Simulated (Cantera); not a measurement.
An isothermal, constant-pressure homogeneous reactor starts with C2H4 : H2 = 1 : 3.9 (molar parts), at 1198 K and 0.0267 bar.

Computed with Cantera and GRI-Mech 3.0 (53 species, 325 reactions). GRI-Mech 3.0 was tuned for natural gas; its chemistry of ethylene as a main component is partial and can be far from experiment. GRI-Mech 3.0 stops at C3 and has no aromatics, soot or wall deposition, so with more carbon than oxygen in the feed, carbon stays in small species such as C2H2 where larger ones or solid carbon would form. Radical loss at walls, strong at low pressure, is not modelled.

Task: Predict: x(C2H4) at 50.0 s; x(H2) at 50.0 s; x(H) at 50.0 s; x(C2H6) at 50.0 s; x(CH3) at 50.0 s.

Result: 
- x(C2H4) at 50.0 s: 0.0356 (gas-phase equilibrium 0.0186)
- x(H2) at 50.0 s: 0.814 (gas-phase equilibrium 0.682)
- x(H) at 50.0 s: 4.85e-6 (gas-phase equilibrium 9.68e-7)
- x(C2H6) at 50.0 s: 0.000108 (gas-phase equilibrium 5.25e-5)
- x(CH3) at 50.0 s: 1.84e-6 (gas-phase equilibrium 5.87e-6)
